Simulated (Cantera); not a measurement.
Input: 1 mol CCl4, 0.49 mol Si, 0.099 mol H2, 0.011 mol F2, at 1250 K and 0.100 bar.

Equilibrium computed with Cantera from the NASA thermochemical tables; the gas is ideal and each condensed phase is pure. The numbers say what is thermodynamically allowed, not how fast it happens.

```json
[
 {"species": "Cl", "before": "0.0185", "after": "0.805"},
 {"species": "SiCl2", "before": "<1e-9", "after": "0.120"},
 {"species": "HCl", "before": "0.121", "after": "0.0500"},
 {"species": "Cl2", "before": "0.561", "after": "0.00135"},
 {"species": "SiCl4", "before": "0.296", "after": "9.29e-5"},
 {"species": "SiCl", "before": "<1e-9", "after": "0.00556"},
 {"species": "H", "before": "<1e-9", "after": "0.00336"},
 {"species": "Si", "before": "<1e-9", "after": "0.00239"},
 {"species": "SiF2", "before": "<1e-9", "after": "0.00150"},
 {"species": "SiC2", "before": "<1e-9", "after": "0.00140"},
 {"species": "SiF", "before": "<1e-9", "after": "0.000947"},
 {"species": "C(graphite), mol", "before": "1.000", "after": "0.984"}
]
```
Gas species are given as mole fractions.

What was changed between the two runs?
A. temperature from 1250 K to 2823 K
B. F2 from 0.011 to 2.4 mol
C. pressure from 0.100 bar to 1.00 bar
D. temperature from 1250 K to 2623 K

A, temperature from 1250 K to 2823 K. The tables' values for SiCl, SiCl3, SiF2, SiF, SiF3 are old estimates; treat these amounts as uncertain
